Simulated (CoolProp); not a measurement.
Saturated liquid density (kg/m³) of isobutane: the reference equation beside estimates from Tc = 407.8 K, pc = 3.629 MPa, ω = 0.184. Rackett uses Z = 0.29056 − 0.08775 ω.

Model: reference Helmholtz-energy equation of state, Bücker 2006, in CoolProp.

```json
[
 {"T (K)": "213.5", "reference": "644.2", "Rackett": "?", "van der Waals": "?", "Soave-Redlich-Kwong": "604.3", "Peng-Robinson": "680.6"},
 {"T (K)": "233.9", "reference": "623.3", "Rackett": "?", "van der Waals": "390.2", "Soave-Redlich-Kwong": "585.8", "Peng-Robinson": "660.8"},
 {"T (K)": "254.3", "reference": "601.6", "Rackett": "602.7", "van der Waals": "?", "Soave-Redlich-Kwong": "565.1", "Peng-Robinson": "638.5"},
 {"T (K)": "274.7", "reference": "578.8", "Rackett": "579.6", "van der Waals": "363.0", "Soave-Redlich-Kwong": "542.0", "Peng-Robinson": "613.3"},
 {"T (K)": "295.1", "reference": "?", "Rackett": "554.9", "van der Waals": "347.6", "Soave-Redlich-Kwong": "515.9", "Peng-Robinson": "584.6"},
 {"T (K)": "315.4", "reference": "528.1", "Rackett": "528.2", "van der Waals": "330.6", "Soave-Redlich-Kwong": "486.2", "Peng-Robinson": "551.5"},
 {"T (K)": "335.8", "reference": "498.7", "Rackett": "498.3", "van der Waals": "311.2", "Soave-Redlich-Kwong": "451.6", "Peng-Robinson": "512.4"},
 {"T (K)": "356.2", "reference": "464.4", "Rackett": "463.9", "van der Waals": "288.8", "Soave-Redlich-Kwong": "410.3", "Peng-Robinson": "?"},
 {"T (K)": "376.6", "reference": "421.4", "Rackett": "421.5", "van der Waals": "261.0", "Soave-Redlich-Kwong": "358.8", "Peng-Robinson": "405.2"},
 {"T (K)": "397", "reference": "356.0", "Rackett": "358.4", "van der Waals": "?", "Soave-Redlich-Kwong": "284.9", "Peng-Robinson": "318.0"}
]
```

**Question.** Fill in the missing entries.

**Answer.** 
- 213.5, Rackett: 645.2
- 213.5, van der Waals: 402.4
- 233.9, Rackett: 624.5
- 254.3, van der Waals: 377.2
- 295.1, reference: 554.5
- 356.2, Peng-Robinson: 465.2
- 397, van der Waals: 221.3

Absolute difference from the reference over all 10 rows, mean and median: Rackett 0.2 and 0.1 %, van der Waals 37.6 and 37.5 %, Soave-Redlich-Kwong 9.5 and 7.4 %, Peng-Robinson 5.1 and 5.5 %.
